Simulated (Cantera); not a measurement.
**Thermodynamics of roasting and sulfation, feed FeS + SO₂ + H₂O + CO₂**

A closed system holds: 1 mol FeS, 3.6 mol SO₂, 7 mol H₂O, 0.36 mol CO₂, at 0.130 bar.

Method: chemical equilibrium by Gibbs-energy minimisation in Cantera with the NASA 1993 tables (ideal gas, pure condensed phases). Candidate condensed phases: C, C₆H₆, C₇H₈, C₈H₁₈, Fe, Fe(CO)₅, FeO, Fe(OH)₂, Fe(OH)₃, FeS, FeSO₄, FeS₂, Fe₂O₃, Fe₂(SO₄)₃, Fe₃O₄, H₂O, H₂SO₄, S; 127 gas species. Mutual solubility and eutectic melting of coexisting phases are not modelled. The tables' stoichiometric FeO is somewhat more stable than real wüstite, so its field is too wide. FeO, FeS: taken at fixed stoichiometry. Gases not in the tables: S₃ to S₇. Kinetics and transport are ignored.

| T (K) | log p H₂O | log p SO₂ | log p H₂ | log p S₂ | log p CO₂ | log p H₂S | n FeS(s) | n Fe₃O₄(s) | n FeO(s) | n FeO(l) |
|---|---|---|---|---|---|---|---|---|---|---|
| 1050 | -1.09 | -1.39 | -3.41 | -2.63 | -2.37 | -2.81 | 0.622 | 0.126 | 0 | 0 |
| 1100 | -1.09 | -1.40 | -3.23 | -2.54 | -2.38 | -2.80 | 0.559 | 0.147 | 0 | 0 |
| 1150 | -1.10 | -1.40 | -3.07 | -2.46 | -2.38 | -2.79 | 0.488 | 0.171 | 0 | 0 |
| 1200 | -1.10 | -1.41 | -2.93 | -2.39 | -2.38 | -2.77 | 0.410 | 0.197 | 0 | 0 |
| 1250 | -1.10 | -1.41 | -2.79 | -2.33 | -2.39 | -2.77 | 0.325 | 0.225 | 0 | 0 |
| 1300 | -1.11 | -1.42 | -2.67 | -2.27 | -2.40 | -2.76 | 0.233 | 0.256 | 0 | 0 |
| 1350 | -1.12 | -1.42 | -2.56 | -2.20 | -2.41 | -2.75 | 0 | 0 | 1.000 | 0 |
| 1400 | -1.12 | -1.42 | -2.47 | -2.20 | -2.42 | -2.79 | 0 | 0 | 1.000 | 0 |
| 1450 | -1.12 | -1.41 | -2.39 | -2.22 | -2.44 | -2.83 | 0 | 0 | 1.000 | 0 |
| 1500 | -1.13 | -1.41 | -2.31 | -2.23 | -2.45 | -2.87 | 0 | 0 | 1.000 | 0 |
| 1550 | -1.13 | -1.41 | -2.25 | -2.24 | -2.47 | -2.91 | 0 | 0 | 1.000 | 0 |
| 1600 | -1.14 | -1.41 | -2.19 | -2.26 | -2.49 | -2.95 | 0 | 0 | 1.000 | 0 |
| 1650 | -1.15 | -1.40 | -2.13 | -2.29 | -2.51 | -3.00 | 0 | 0 | 0 | 1.000 |
log p: log10 of the partial pressure in bar; n: condensed amount in mol.

From 1050 K to 1300 K the condensed part is FeS(s) + Fe₃O₄(s). From 1350 K to 1600 K the condensed part is FeO(s). At 1650 K the condensed part is FeO(l).
